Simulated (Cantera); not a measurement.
Source: NASA polynomial tables (part measured, part estimated), evaluated in Cantera. Values are per mole of reaction as written; species without (g) are pure solids or liquids, kept so even where they would boil at 1 bar.

Problem. Between 300 and 1575 K, where is each reaction favourable under standard conditions?
- FeCl2 ⇌ 2 Cl(g) + Fe

Solution. 
- FeCl2 ⇌ 2 Cl(g) + Fe: ΔG° is 513 kJ at 300 K and 243 kJ at 1575 K; it stays positive (K < 1). ΔH° is 529 kJ and ΔS° 181 J/K at 1575 K.
